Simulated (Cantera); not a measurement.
**Thermodynamics of hydrogen reduction and annealing atmospheres, feed Nb2O5 + H2 + H2O**

Charge: 1 mol Nb2O5, 11 mol H2, 0.53 mol H2O, equilibrated at 133 Pa.

Cantera equilibrium calculation (NASA polynomials, part measured and part estimated; ideal gas, pure solids and liquids). Candidate condensed phases: H2O, Nb, NbO, NbO2, Nb2O5; 12 gas species. Mutual solubility and eutectic melting of coexisting phases are not modelled. Condensed phases not in the tables: the oxides between NbO2 and Nb2O5. The numbers say what is thermodynamically allowed, not how fast it happens.

```csv
T (K),x H2,x H2O,x H,x OH,x NbO2,n Nb2O5(s),n NbO2(s)
1023,0.954,0.0460,1.11e-7,1.40e-11,<1e-12,1.00,0
1073,0.954,0.0460,3.75e-7,6.75e-11,<1e-12,1.00,0
1123,0.954,0.0460,1.14e-6,2.82e-10,<1e-12,1.00,0
1173,0.954,0.0460,3.15e-6,1.05e-9,<1e-12,1.00,0
1223,0.954,0.0460,8.04e-6,3.49e-9,1.15e-12,1.00,0
1273,0.954,0.0460,1.91e-5,1.06e-8,1.19e-11,1.00,0
1323,0.954,0.0460,4.24e-5,2.96e-8,1.03e-10,1.00,0
1373,0.948,0.0517,8.88e-5,8.65e-8,7.08e-10,0.933,0.133
1423,0.936,0.0641,0.000176,2.62e-7,4.02e-9,0.791,0.419
1473,0.922,0.0781,0.000333,7.33e-7,2.02e-8,0.630,0.740
```
x: gas mole fraction; n: condensed amount in mol.

From 1023 K to 1323 K the condensed part is Nb2O5(s). From 1373 K to 1473 K the condensed part is NbO2(s) + Nb2O5(s).
